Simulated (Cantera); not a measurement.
## Nitride etching: Si3N4 + HF + HCl

A closed system holds: 1 mol Si3N4, 2 mol HF, 1 mol HCl, at 43.5 Torr.

These are equilibrium values from Cantera (NASA tables, ideal gas, pure condensed phases), not measurements of a reactor. Candidate condensed phases: NH4Cl, Si, Si3N4; 49 gas species. The tables' values for SiF3, SiCl3, SiF2 are old estimates; treat these amounts as uncertain. Rates play no part.

```json
[
 {"T (°C)": "852", "x H2": "0.384", "x HCl": "0.294", "x SiF4": "0.176", "x N2": "0.128", "x SiCl4": "0.0149", "x HF": "0.00119", "x SiHF3": "0.000758", "x SiF3": "0.000151", "n Si3N4(s)": "0.819"},
 {"T (°C)": "877", "x H2": "0.383", "x HCl": "0.296", "x SiF4": "0.176", "x N2": "0.128", "x SiCl4": "0.0143", "x HF": "0.00138", "x SiHF3": "0.000887", "x SiF3": "0.000232", "n Si3N4(s)": "0.819"},
 {"T (°C)": "902", "x H2": "0.382", "x HCl": "0.297", "x SiF4": "0.176", "x N2": "0.128", "x SiCl4": "0.0137", "x HF": "0.00160", "x SiHF3": "0.00103", "x SiF3": "0.000350", "n Si3N4(s)": "0.820"},
 {"T (°C)": "927", "x H2": "0.380", "x HCl": "0.299", "x SiF4": "0.175", "x N2": "0.128", "x SiCl4": "0.0132", "x HF": "0.00184", "x SiHF3": "0.00119", "x SiF3": "0.000518", "n Si3N4(s)": "0.820"},
 {"T (°C)": "952", "x H2": "0.379", "x HCl": "0.300", "x SiF4": "0.175", "x N2": "0.127", "x SiCl4": "0.0126", "x HF": "0.00211", "x SiHF3": "0.00137", "x SiF3": "0.000755", "n Si3N4(s)": "0.820"},
 {"T (°C)": "977", "x H2": "0.378", "x HCl": "0.301", "x SiF4": "0.174", "x N2": "0.127", "x SiCl4": "0.0121", "x HF": "0.00240", "x SiHF3": "0.00156", "x SiF3": "0.00108", "n Si3N4(s)": "0.820"},
 {"T (°C)": "1002", "x H2": "0.378", "x HCl": "0.302", "x SiF4": "0.174", "x N2": "0.127", "x SiCl4": "0.0115", "x HF": "0.00271", "x SiHF3": "0.00176", "x SiF3": "0.00153", "n Si3N4(s)": "0.820"}
]
```
x: gas mole fraction; n: condensed amount in mol.

From 852 °C to 1002 °C the condensed part is Si3N4(s). The main Si-bearing gas is SiF4 throughout.
